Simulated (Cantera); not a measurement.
Input: 1 mol SiHCl3, a varied amount of N2, at 1177 °C and 250 Pa.

Method: chemical equilibrium by Gibbs-energy minimisation in Cantera with the NASA 1993 tables (ideal gas, pure condensed phases). Candidate condensed phases: NH4Cl, Si, Si3N4; 28 gas species. The tables' values for SiCl3 are old estimates; treat these amounts as uncertain. Rates play no part.

x: gas mole fraction; nothing condenses.

| n(N2) (mol) | x N2 | x SiCl2 | x HCl | x SiCl3 |
|---|---|---|---|---|
| 23 | 0.923 | 0.0351 | 0.0337 | 0.00362 |
| 27 | 0.933 | (withheld) | (withheld) | 0.00302 |
| 33 | 0.945 | 0.0254 | 0.0245 | 0.00239 |
| 40 | 0.954 | 0.0213 | 0.0206 | 0.00190 |
| 48 | 0.961 | 0.0180 | 0.0175 | 0.00153 |
| 57 | 0.967 | 0.0154 | 0.0149 | 0.00124 |
| 69 | 0.973 | 0.0128 | 0.0125 | 0.000985 |
| 83 | 0.977 | 0.0108 | 0.0105 | 0.000784 |
| 100 | 0.981 | 0.00903 | 0.00881 | 0.000622 |
| 120 | 0.984 | (withheld) | (withheld) | 0.000494 |
| 150 | 0.987 | 0.00613 | 0.00599 | 0.000372 |
| 180 | 0.989 | 0.00514 | 0.00503 | 0.000294 |
| 210 | 0.991 | 0.00443 | 0.00433 | 0.000241 |

Task: Fill in the missing entries.

Result: 
- 27, x SiCl2: 0.0305
- 27, x HCl: 0.0293
- 120, x SiCl2: 0.00759
- 120, x HCl: 0.00741
